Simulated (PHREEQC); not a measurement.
Make-up at 20 °C: 0.0004 mol/kgw KHF2. Closed to the air; pH follows from the charge balance.

The numbers come from PHREEQC with the ion-association model, wateq4f.dat.

This is a speciation only: nothing precipitates in the calculation.

**Question.** Estimate the pH, ionic strength.

**Answer.** pH 3.67; ionic strength 0.000621 mol/kgw.

**Question.** In which forms is F present?

**Answer.** F- 78 %, HF 22 % of the F.

Species that the database lacks are ignored.
